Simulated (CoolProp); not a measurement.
Vapour-liquid equilibrium of R113 (1) + benzene (2) at 0.253 bar; x and y are mole fractions of (1).

Computed with CoolProp (multi-fluid Helmholtz-energy mixture model, Marx 1992 and Thol 2012; pair parameters Bell 2016).

| x | bubble temperature (°C) | y at the bubble point | dew temperature at overall composition x (°C) | liquid density (mol/L) |
|---|---|---|---|---|
| 0.05 | 35.2 | 0.247 | 39.8 | 10.86 |
| 0.15 | 28.1 | 0.496 | 37.6 | 10.61 |
| 0.25 | 23.8 | 0.620 | 35.1 | 10.33 |
| 0.35 | 21.0 | 0.696 | 32.4 | 10.06 |
| 0.45 | 18.9 | 0.752 | 29.5 | 9.789 |
| 0.55 | 17.2 | 0.799 | 26.3 | 9.531 |
| 0.65 | 15.7 | 0.843 | 22.7 | 9.285 |
| 0.75 | 14.4 | 0.885 | 19.0 | 9.051 |
| 0.85 | 13.1 | 0.929 | 15.5 | 8.829 |
| 0.95 | 11.8 | 0.976 | 12.5 | 8.617 |

No azeotrope shows between x = 0.05 and 0.95.

The pair parameters rest on a limited set of measurements; away from them the model extrapolates.
